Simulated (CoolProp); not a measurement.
Vapour-liquid equilibrium of isohexane (1) + benzene (2) at 48.95 °C; x and y are mole fractions of (1).

Model: multi-fluid Helmholtz-energy mixture model, Lemmon 2006 and Thol 2012; pair parameters Bell 2016, in CoolProp.

### Question
Give the bubble pressure and the first vapour's composition at x = 0.05, 0.75, 0.85. Is there an azeotrope?

### Answer
x = 0.05: 39.45 kPa, y = 0.158; x = 0.75: 65.30 kPa, y = 0.815; x = 0.85: 67.22 kPa, y = 0.886. No azeotrope shows between x = 0.05 and 0.95.

The pair parameters rest on a limited set of measurements; away from them the model extrapolates.
